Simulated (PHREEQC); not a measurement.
A solution holds 0.011 mol/kgw CdSO4 and 5.5e-05 mol/kgw H2SO4, at 20 °C. Closed to the air; pH follows from the charge balance.

Equilibrium calculation in PHREEQC: ion-association model, phreeqc.dat.

Precipitation was switched off in this run.

**Question.** Predict the pH, ionic strength.

**Answer.** pH 4.14; ionic strength 0.0280 mol/kgw.

**Question.** In which forms is Cd present?

**Answer.** Cd+2 63 %, CdSO4 34 %, Cd(SO4)2-2 2.6 % of the Cd.
